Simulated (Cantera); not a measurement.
**Low-pressure radical oxidation in H2/O2**

An isothermal, constant-pressure homogeneous reactor starts with 27.5 % H₂, 72.5 % O₂, equivalence ratio 0.19, at 1375 K and 1300 Pa.

Computed with Cantera and the H2/O2 subset of GRI-Mech 3.0, which has no nitrogen chemistry. Radical loss at walls, strong at low pressure, is not modelled. The temperature is held fixed by assumption; the heat of reaction is taken as removed at once.

| t (s) | x H₂ | x O₂ | x H₂O | x H₂O₂ | x OH |
|---|---|---|---|---|---|
| 0.000400 | 0.268 | 0.720 | 0.00540 | 2.13e-8 | 0.00139 |
| 0.000795 | 0.0196 | 0.569 | 0.198 | 2.91e-7 | 0.0208 |
| 0.00158 | 0.0171 | 0.570 | 0.206 | 2.80e-7 | 0.0199 |
| 0.00314 | 0.0162 | 0.579 | 0.216 | 2.95e-7 | 0.0195 |
| 0.00624 | 0.0144 | 0.596 | 0.234 | 3.19e-7 | 0.0186 |
| 0.0124 | 0.0108 | 0.621 | 0.261 | 3.45e-7 | 0.0165 |
| 0.0246 | 0.00571 | 0.651 | 0.292 | 3.30e-7 | 0.0122 |
| 0.0490 | 0.00187 | 0.670 | 0.310 | 2.31e-7 | 0.00709 |
| 0.0974 | 0.000459 | 0.677 | 0.316 | 1.22e-7 | 0.00353 |
| 0.194 | 0.000116 | 0.680 | 0.318 | 5.88e-8 | 0.00178 |
| 0.385 | 3.45e-5 | 0.680 | 0.319 | 2.83e-8 | 0.000973 |
| 0.764 | 1.19e-5 | 0.680 | 0.319 | 1.41e-8 | 0.000573 |
| 1.52 | 4.69e-6 | 0.681 | 0.319 | 7.32e-9 | 0.000360 |
| 3.02 | 2.13e-6 | 0.681 | 0.319 | 4.26e-9 | 0.000243 |
| 6.00 | 1.26e-6 | 0.681 | 0.319 | 3.11e-9 | 0.000187 |
x: mole fraction; the columns are a selection and need not sum to one.

Equilibrium at this temperature and pressure: H₂ 1.04e-6, O₂ 0.681, H₂O 0.319, H₂O₂ 2.84e-9, OH 0.000170 (gas phase only).
